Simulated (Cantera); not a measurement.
An isothermal, constant-pressure homogeneous reactor starts with NO : N2 = 1 : 4.4 (molar parts), at 1850 K and 12000 Pa.

Cantera simulation using GRI-Mech 3.0 (53 species, 325 reactions); the numbers are that mechanism's predictions, not measurements.

x: mole fraction; the columns are a selection and need not sum to one.

| t (s) | x NO | x O | x N2 | x N2O | x NO2 | x O2 |
|---|---|---|---|---|---|---|
| 1.00e-6 | 0.185 | 1.47e-9 | 0.815 | 1.47e-9 | <1e-12 | <1e-12 |
| 4.44e-6 | 0.185 | [?] | 0.815 | [?] | 4.29e-12 | <1e-12 |
| 1.97e-5 | 0.185 | 2.90e-8 | 0.815 | 2.90e-8 | 8.49e-11 | 4.44e-12 |
| 8.77e-5 | 0.185 | 1.28e-7 | 0.815 | 1.29e-7 | 1.64e-9 | 8.69e-11 |
| 0.000390 | 0.185 | 5.55e-7 | 0.815 | 5.63e-7 | 3.02e-8 | 1.69e-9 |
| 0.00173 | 0.185 | 2.30e-6 | 0.815 | 2.34e-6 | 4.54e-7 | 3.32e-8 |
| 0.00770 | 0.185 | 1.00e-5 | 0.815 | 7.87e-6 | 4.12e-6 | 9.12e-7 |
| 0.0342 | 0.185 | 2.89e-5 | 0.815 | 1.38e-5 | 1.37e-5 | 3.14e-5 |
| 0.152 | 0.185 | 3.17e-5 | 0.815 | 1.41e-5 | 1.51e-5 | 0.000256 |
| 0.675 | 0.183 | [?] | 0.816 | 1.37e-5 | [?] | [?] |
| 3.00 | 0.173 | 5.29e-5 | 0.821 | 1.22e-5 | 2.56e-5 | 0.00591 |

Problem. Complete the blanks.

Solution. 
- 4.44e-6, x O: 6.54e-9
- 4.44e-6, x N2O: 6.54e-9
- 0.675, x O: 3.65e-5
- 0.675, x NO2: 1.77e-5
- 0.675, x O2: 0.00127
